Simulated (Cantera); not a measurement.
Cantera run, input and output.

```python
import numpy as np
import cantera as ct

gas = ct.Solution("gri30.yaml")
gas.TPX = 1075, 13332, {'C2H4': 1, 'H2': 2.9}
reactor = ct.IdealGasConstPressureReactor(gas, energy="off", clone=False)
net = ct.ReactorNet([reactor])
net.rtol, net.atol = 1e-08, 1e-18
show = ['C2H4', 'H2', 'CH4', 'C2H', 'CH3', 'CH2', 'C2H6']
times = np.geomspace(0.0003, 9, 11)

steps = ct.SolutionArray(gas, extra=["t"])
rows = []
print(f"{'t/s':>10s}{'T/K':>9s}{'P/Pa':>11s}" + "".join(f"{s:>11s}" for s in show))
for t in times:
    while net.time < t:
        t_next = net.step()
        steps.append(gas.state, t=t_next)
    rows.append([np.interp(t, steps.t, y) for y in (steps.T, steps.P, *steps(*show).X.T)])
    print(f"{t:10.3e}{rows[-1][0]:9.1f}{rows[-1][1]:11.4g}" + "".join(f"{x:11.3e}" for x in rows[-1][2:]))
rate = np.gradient(steps.T, steps.t)
print("integrator steps:", len(steps.t))
if steps.T.max() > steps.T[0] + 200:
    print(f"time of steepest temperature rise: {steps.t[rate.argmax()]:.4e} s")
gas.TPX = 1075, 13332, {'C2H4': 1, 'H2': 2.9}
gas.equilibrate("TP")
print(f"equilibrium (TP): T = {gas.T:.1f} K  " + "  ".join(f"{s} {gas[s].X[0]:.3e}" for s in show))
```

Output:

```
       t/s      T/K       P/Pa       C2H4         H2        CH4        C2H        CH3        CH2       C2H6
 3.000e-04   1075.0  1.333e+04  2.564e-01  7.436e-01  2.710e-17  2.259e-24  1.364e-17  2.084e-19  1.547e-11
 8.411e-04   1075.0  1.333e+04  2.564e-01  7.436e-01  7.652e-16  1.694e-23  1.300e-16  6.146e-19  1.243e-10
 2.358e-03   1075.0  1.333e+04  2.564e-01  7.436e-01  1.873e-14  1.311e-22  1.098e-15  1.754e-18  9.865e-10
 6.611e-03   1075.0  1.333e+04  2.564e-01  7.436e-01  4.388e-13  1.036e-21  8.931e-15  4.951e-18  7.844e-09
 1.853e-02   1075.0  1.333e+04  2.564e-01  7.436e-01  9.581e-12  8.152e-21  7.048e-14  1.398e-17  6.137e-08
 5.196e-02   1075.0  1.333e+04  2.564e-01  7.436e-01  2.147e-10  6.778e-20  5.697e-13  4.078e-17  4.914e-07
 1.457e-01   1075.0  1.333e+04  2.564e-01  7.436e-01  5.365e-09  7.552e-19  5.516e-12  1.522e-16  4.487e-06
 4.084e-01   1075.0  1.333e+04  2.563e-01  7.436e-01  4.016e-07  4.772e-17  2.772e-10  2.122e-15  9.922e-05
 1.145e+00   1075.0  1.333e+04  2.488e-01  7.413e-01  8.937e-04  5.944e-14  1.854e-07  1.319e-13  7.755e-03
 3.210e+00   1075.0  1.333e+04  2.284e-01  7.317e-01  1.506e-02  4.881e-13  7.058e-07  4.385e-13  1.711e-02
 9.000e+00   1075.0  1.333e+04  2.068e-01  7.131e-01  4.881e-02  8.636e-13  1.259e-06  6.065e-13  1.531e-02
integrator steps: 616
equilibrium (TP): T = 1075.0 K  C2H4 1.139e-02  H2 3.357e-01  CH4 6.501e-01  C2H 7.677e-15  CH3 8.198e-07  CH2 2.117e-14  C2H6 4.110e-04
```

Computed with Cantera and GRI-Mech 3.0 (53 species, 325 reactions). GRI-Mech 3.0 was tuned for natural gas; its chemistry of ethylene as a main component is partial and can be far from experiment. GRI-Mech 3.0 stops at C3 and has no aromatics, soot or wall deposition, so with more carbon than oxygen in the feed, carbon stays in small species such as C2H2 where larger ones or solid carbon would form.
